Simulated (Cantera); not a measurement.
Input: 1 mol V2O5, 1400 mol H2, 2 mol H2O, at 1998.15 K and 435 Torr.

Method: chemical equilibrium by Gibbs-energy minimisation in Cantera with the NASA 1993 tables (ideal gas, pure condensed phases). Candidate condensed phases: H2O, V, VO, V2O3, V2O4, V2O5; 12 gas species. VO: taken at fixed stoichiometry. The numbers say what is thermodynamically allowed, not how fast it happens.

Task: What is the equilibrium state?

Result: 
- x(H2) = 0.994
- x(H2O) = 0.00356
- x(H) = 0.00210
- x(VO) = 3.25e-6
- x(VO2) = 2.72e-6
- n(VO(s)) = 1.99 mol
- gas amount = 1403 mol
- log10 activity of V(s) (absent) = -1.03
- log10 activity of V2O5(l) (absent) = -10.99
